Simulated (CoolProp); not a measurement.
Vapour-liquid equilibrium of propane (1) + isobutene (2) at 22.95 °C; x and y are mole fractions of (1).

The numbers come from the multi-fluid Helmholtz-energy mixture model, Lemmon 2009 and Lemmon 2005; pair parameters Bell 2016 in CoolProp.

Question: Give the bubble pressure and the first vapour's composition at x = 0.275, 0.5, 0.95. Is there an azeotrope?

Answer: x = 0.275: 474.8 kPa, y = 0.523; x = 0.5: 601.3 kPa, y = 0.718; x = 0.95: 870.7 kPa, y = 0.978. No azeotrope shows between x = 0.05 and 0.95.

Pair parameters are fitted to limited data, so mixtures are less certain than the pure fluids. The gap from Raoult's law changes sign with composition, which may be real or a fault of the pair parameters; it wasn't checked against measurements.
